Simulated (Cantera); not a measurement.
What does this Cantera script print?

```python
import numpy as np
import cantera as ct

gas_names = [...]  # 127 gases of nasa_gas.yaml made of C, Fe, H, O, S
cond_names = """
    C(gr) C6H6(L) C7H8(L) C8H18(L),n-octa Fe(a) Fe(c) Fe(d) Fe(L) FeC5O5(L) FeO(s) FeO(L) Fe(OH)2(s)
    Fe(OH)3(s) FeS(a) FeS(b) FeS(c) FeS(L) FeSO4(s) FeS2(s) Fe2O3(s) Fe2S3O12(s) Fe3O4(s) H2O(s) H2O(L)
    H2SO4(L) S(cr1) S(cr2) S(L)
""".split()


# ... load() reads the species with a 1 bar reference pressure and builds the phases ...
atoms = {
    'FeS2': {'Fe': 1, 'S': 2},
    'H2S': {'H': 2, 'S': 1},
    'CO2': {'C': 1, 'O': 2},
}
top_T = {'C(gr)': 4500, 'FeSO4(s)': 950, 'FeS2(s)': 1010, 'Fe2O3(s)': 1830, 'Fe2S3O12(s)': 1100, 'Fe3O4(s)': 1870}  # K; cautious upper limits of use, not melting points


# ... equilibrate(T, P, feed) seeds the gas with the atoms and calls Mixture.equilibrate('TP', solver="vcs", rtol=1e-11, max_steps=5000) ...
results = []
feed = {'FeS2': 1, 'H2S': 0.48, 'CO2': 0.61}  # mol
T = 1023  # K
P = 59000  # Pa
mix = equilibrate(T, P, feed)
results.append((T, P, feed, dict(zip(mix.species_names, mix.species_moles))))
print(gas.report(threshold=1e-05))
for i in range(1, mix.n_phases):
    print(f"{mix.phase(i).name:16s} {mix.phase_moles(i):12.5e} mol")
```

Result:

```
       temperature   1023 K
          pressure   59000 Pa
           density   0.32404 kg/m^3
  mean mol. weight   46.715 kg/kmol
   phase of matter   gas

                          1 kg             1 kmol
                     ---------------   ---------------
          enthalpy       -1.7343e+06       -8.1016e+07  J
   internal energy       -1.9163e+06       -8.9522e+07  J
           entropy            6016.2        2.8104e+05  J/K
    Gibbs function       -7.8888e+06       -3.6852e+08  J
 heat capacity c_p            980.04             45783  J/K
 heat capacity c_v            802.06             37468  J/K

                      mass frac. Y      mole frac. X     chem. pot. / RT
                     ---------------   ---------------   ---------------
                CO          0.013713           0.02287           -42.961
               COS          0.043071          0.033495           -51.063
               CO2           0.30281           0.32143            -76.39
               CS2         0.0013579        0.00083323           -25.736
                H2        0.00022111         0.0051235           -23.364
               H2O          0.021247          0.055096           -56.793
               H2S           0.17339           0.23769           -31.466
                SH        2.8814e-05        4.0705e-05           -19.784
               SO2         0.0015182         0.0011072            -74.96
                S2           0.44141           0.32159           -16.204
               S2O         0.0012316         0.0007181           -49.633
     [ +116 minor]        9.0749e-06        3.7907e-06

C(gr)             0.00000e+00 mol
Fe(a)             0.00000e+00 mol
FeC5O5(L)         0.00000e+00 mol
FeO(s)            0.00000e+00 mol
Fe(OH)2(s)        0.00000e+00 mol
Fe(OH)3(s)        0.00000e+00 mol
FeS(c)            1.00000e+00 mol
Fe2O3(s)          0.00000e+00 mol
Fe2S3O12(s)       0.00000e+00 mol
Fe3O4(s)          0.00000e+00 mol
S(L)              0.00000e+00 mol
```

Cantera equilibrium calculation (NASA polynomials, part measured and part estimated; ideal gas, pure solids and liquids). FeS: taken at fixed stoichiometry. Gases not in the tables: S3 to S7.
